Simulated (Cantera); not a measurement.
A closed system holds: 1 mol V, 7.3 mol NH3, 33 mol H2, held at 2650 K and 0.460 bar.

Method: chemical equilibrium by Gibbs-energy minimisation in Cantera with the NASA 1993 tables (ideal gas, pure condensed phases). Candidate condensed phases: V, VN; 11 gas species. Condensed phases not in the tables: V2N, N, O or C dissolved in the metal. Rates play no part.

Base state: H2 0.856, N2 0.0738, H 0.0639, V 0.00619 (mole fractions); condensed: V(l).

Question: What changes in the equilibrium state with this change: temperature from 2650 K to 2700 K?

Answer: 
```tsv
species	before	after
H2	0.856	0.841
H	0.0639	0.0768
N2	0.0738	0.0730
V	0.00619	0.00916
V(l), mol	0.694	0.542
```
